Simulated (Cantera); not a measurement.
Charge: 1 mol CCl₄, 0.029 mol Si, 1.4 mol H₂, 0.04 mol CH₄, at 0.593 Torr.

These are equilibrium values from Cantera (NASA tables, ideal gas, pure condensed phases), not measurements of a reactor. Candidate condensed phases: C, C₆H₆, C₇H₈, C₈H₁₈, Si, SiC; 109 gas species. The tables' values for CCl are old estimates; treat these amounts as uncertain. The numbers say what is thermodynamically allowed, not how fast it happens. All values below are at 3098 K.

Base state: Cl 0.527, H 0.383, C 0.0447, C₃ 0.0245, C₂ 0.00899, HCl 0.00526, Si 0.00355, H₂ 0.00259 (mole fractions); condensed: gas only.

Task: What changes in the equilibrium state with this change: H₂ from 1.4 to 0.19 mol?

Result: 
```
species            before     after
----------------  -------  --------
Cl                  0.527     0.782
H                   0.383     0.103
C                  0.0447    0.0531
C₃                 0.0245    0.0410
C₂                0.00899    0.0127
Si                0.00355   0.00507
H₂                0.00259  0.000188
C₂H₂ (acetylene)  1.70e-5   1.74e-6
```
The tables' values for CCl, SiCl are old estimates; treat these amounts as uncertain.
